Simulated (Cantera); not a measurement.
Input: 1 mol PbO, 0.067 mol CO, 0.92 mol N2, 0.02 mol O2, equilibrated at 1027 °C and 54.0 mbar.

Equilibrium computed with Cantera from the NASA thermochemical tables; the gas is ideal and each condensed phase is pure. Candidate condensed phases: C, Pb, PbO, PbO2, Pb3O4; 27 gas species. Gases not in the tables: (PbO)n polymers. Equilibrium is a limit: real reactors are often held back by kinetics, nucleation or transport.

Base state: N2 0.900, CO2 0.0655, Pb 0.0264, PbO 0.00836, CO 3.04e-5 (mole fractions); condensed: PbO(l).

Problem. What changes in the equilibrium state with this change: O2 from 0.02 to 0.12 mol?

Solution. 
```tsv
species	before	after
N2	0.900	0.850
O2	2.01e-6	0.0798
CO2	0.0655	0.0619
Pb	0.0264	0.000133
PbO	0.00836	0.00836
CO	3.04e-5	1.44e-7
NO	1.31e-6	0.000253
PbO(l), mol	0.964	0.991
```
